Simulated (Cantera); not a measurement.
Feed: 1 mol FeCl₃, 0.022 mol HCl, 0.5 mol N₂, at 10000 Pa.

Cantera equilibrium calculation (NASA polynomials, part measured and part estimated; ideal gas, pure solids and liquids). Candidate condensed phases: Fe, FeCl₂, FeCl₃, NH₄Cl; 18 gas species. Kinetics and transport are ignored.

x: gas mole fraction; nothing condenses.

```json
[
 {"T (K)": "1350", "x FeCl₂": "0.276", "x FeCl₃": "0.281", "x N₂": "0.280", "x Cl": "0.0216", "x Cl₂": "0.128", "x HCl": "0.0123"},
 {"T (K)": "1400", "x FeCl₂": "0.310", "x FeCl₃": "0.232", "x N₂": "0.272", "x Cl": "0.0335", "x Cl₂": "0.139", "x HCl": "0.0120"},
 {"T (K)": "1450", "x FeCl₂": "0.340", "x FeCl₃": "0.188", "x N₂": "0.265", "x Cl": "0.0498", "x Cl₂": "0.146", "x HCl": "0.0116"},
 {"T (K)": "1500", "x FeCl₂": "0.364", "x FeCl₃": "(withheld)", "x N₂": "0.257", "x Cl": "(withheld)", "x Cl₂": "0.147", "x HCl": "0.0113"},
 {"T (K)": "1550", "x FeCl₂": "0.382", "x FeCl₃": "0.116", "x N₂": "0.250", "x Cl": "0.0968", "x Cl₂": "0.143", "x HCl": "0.0110"},
 {"T (K)": "1600", "x FeCl₂": "0.395", "x FeCl₃": "(withheld)", "x N₂": "0.243", "x Cl": "(withheld)", "x Cl₂": "0.134", "x HCl": "0.0107"},
 {"T (K)": "1650", "x FeCl₂": "0.404", "x FeCl₃": "0.0673", "x N₂": "0.236", "x Cl": "0.161", "x Cl₂": "0.121", "x HCl": "0.0104"},
 {"T (K)": "1700", "x FeCl₂": "0.408", "x FeCl₃": "0.0500", "x N₂": "0.229", "x Cl": "0.197", "x Cl₂": "0.105", "x HCl": "0.0101"},
 {"T (K)": "1750", "x FeCl₂": "0.409", "x FeCl₃": "0.0367", "x N₂": "0.223", "x Cl": "0.233", "x Cl₂": "0.0882", "x HCl": "0.00981"}
]
```

**Question.** Fill in the missing entries.

**Answer.** 
- 1600, x FeCl₃: 0.0892
- 1600, x Cl: 0.127
- 1500, x FeCl₃: 0.149
- 1500, x Cl: 0.0709
